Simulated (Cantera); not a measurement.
A closed system holds: 1 mol C2H6, 0.041 mol H2O, 1.6 mol N2, equilibrated at 1100000 Pa.

These are equilibrium values from Cantera (NASA tables, ideal gas, pure condensed phases), not measurements of a reactor. Candidate condensed phases: C, C6H6, C7H8, C8H18, H2O; 136 gas species. The numbers say what is thermodynamically allowed, not how fast it happens.

x: gas mole fraction; n: condensed amount in mol.

| T (K) | x H2 | x N2 | x HCN | x C2H2 (acetylene) | x H | n C(graphite) |
|---|---|---|---|---|---|---|
| 2098 | 0.641 | 0.337 | 0.00989 | 0.000914 | 0.000743 | 1.89 |
| 2198 | 0.638 | 0.334 | 0.0138 | 0.00162 | 0.00134 | 1.87 |
| 2298 | 0.633 | 0.331 | 0.0187 | 0.00271 | 0.00230 | 1.83 |
| 2398 | 0.627 | 0.328 | ? | ? | ? | 1.79 |
| 2498 | 0.619 | 0.323 | ? | ? | ? | 1.73 |
| 2598 | 0.609 | 0.318 | 0.0394 | 0.00980 | 0.00896 | 1.65 |
| 2698 | 0.596 | 0.312 | 0.0483 | 0.0140 | 0.0131 | 1.56 |

Task: Fill in the missing entries.

Result: 
- 2398, x HCN: 0.0246
- 2398, x C2H2 (acetylene): 0.00433
- 2398, x H: 0.00376
- 2498, x HCN: 0.0315
- 2498, x C2H2 (acetylene): 0.00664
- 2498, x H: 0.00591
